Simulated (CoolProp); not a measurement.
Properties of R134a along the isobar 915 kPa.

Model: reference Helmholtz-energy equation of state, Tillner-Roth 1994, in CoolProp.

| T (K) | phase | density (kg/m³) | Joule-Thomson coefficient (K/MPa) | expansivity (1/kK) | fugacity coefficient |
|---|---|---|---|---|---|
| 221.5 | liquid | 1453 | -0.3194 | … | 0.02971 |
| 225.8 | liquid | 1441 | -0.3115 | 1.963 | 0.03798 |
| 230.2 | liquid | 1428 | -0.3028 | 2.000 | 0.04825 |
| 234.6 | liquid | 1416 | -0.2936 | … | … |
| 239 | liquid | 1403 | -0.2837 | 2.081 | 0.07532 |
| 243.3 | liquid | 1390 | -0.2733 | 2.125 | 0.09223 |
| 247.7 | liquid | 1377 | -0.2620 | 2.174 | 0.1124 |
| 252.1 | liquid | 1364 | -0.2497 | 2.226 | 0.1358 |
| 256.5 | liquid | 1350 | -0.2365 | … | 0.1627 |
| 260.8 | liquid | 1337 | -0.2224 | 2.344 | 0.1926 |
| 265.2 | liquid | 1323 | -0.2069 | 2.411 | 0.2271 |
| 269.6 | liquid | 1309 | -0.1898 | 2.485 | 0.2660 |
| 274 | liquid | 1294 | -0.1712 | 2.566 | … |

### Question
Some entries are withheld; supply them.

### Answer

- 221.5, expansivity (1/kK): 1.930
- 234.6, expansivity (1/kK): 2.039
- 234.6, fugacity coefficient: 0.06061
- 256.5, expansivity (1/kK): 2.283
- 274, fugacity coefficient: 0.3094
